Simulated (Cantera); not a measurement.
Mixture: H₂ : O₂ : N₂ = 1 : 0.926 : 3.48 (molar parts), at 49000 Pa, adiabatic and at constant pressure. Ignition delay is the time to a rise of 400 K.

Detailed kinetics in Cantera: the H2/O2 subset of GRI-Mech 3.0, which has no nitrogen chemistry. Where the delays flatten at high temperature, the 400 K rule measures the pace of heat release, not the induction time.

Task: Predict: delay at 1050 K; delay at 1250 K; delay at 1450 K; delay at 1650 K.

Result: 
```
Item               Result
---------------  --------
delay at 1050 K  0.248 ms
delay at 1250 K   94.1 µs
delay at 1450 K   71.3 µs
delay at 1650 K   79.0 µs
```
